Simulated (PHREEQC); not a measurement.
Silver or lead bath: an equilibrium model

A solution holds 0.14 mol/kgw AgF, 0.0001 mol/kgw NaNO3 and 0.22 mol/kgw Cu(NO3)2, at 20 °C. Closed to the air; pH follows from the charge balance.

Computed with PHREEQC (ion-association model, wateq4f.dat).

Each row changes one thing in this solution. This is a speciation only: nothing precipitates in the calculation.

| case | pH | ionic strength (mol/kgw) | Cu+2 (mol/kgw) | Ag+ (mol/kgw) | F- (mol/kgw) | CuF+ (mol/kgw) | SI of Tenorite (CuO) | SI of CuF2:2H2O (CuF2:2H2O) |
|---|---|---|---|---|---|---|---|---|
| as made | 4.83 | 0.686 | 0.172 | 0.120 | 0.0825 | 0.0463 | +0.44 | +0.49 |
| NaNO3 left out | 4.83 | 0.686 | 0.172 | 0.120 | 0.0825 | 0.0463 | +0.44 | +0.49 |
| NaNO3 from 0.0001 to 0.0002 mol/kgw | 4.83 | 0.686 | 0.172 | 0.120 | 0.0825 | 0.0463 | +0.44 | +0.49 |
| NaNO3 from 0.0001 to 1e-05 mol/kgw | 4.83 | 0.686 | 0.172 | 0.120 | 0.0825 | 0.0463 | +0.44 | +0.49 |
| diluted 5-fold with water | 4.96 | 0.148 | 0.0386 | 0.0266 | 0.0219 | 0.00509 | +0.24 | -0.95 |
| temperature from 20 to 25 °C | 4.77 | 0.684 | 0.171 | 0.121 | 0.0819 | 0.0474 | +0.51 | +0.52 |
| NaNO3 from 0.0001 to 0.001 mol/kgw | 4.83 | 0.687 | 0.172 | 0.120 | 0.0825 | 0.0463 | +0.44 | +0.49 |

Complexes and solids missing from the database can't appear. Some of these states are supersaturated (in Cu2(OH)3NO3, CuF2:2H2O, Tenorite (slow to form), for instance).
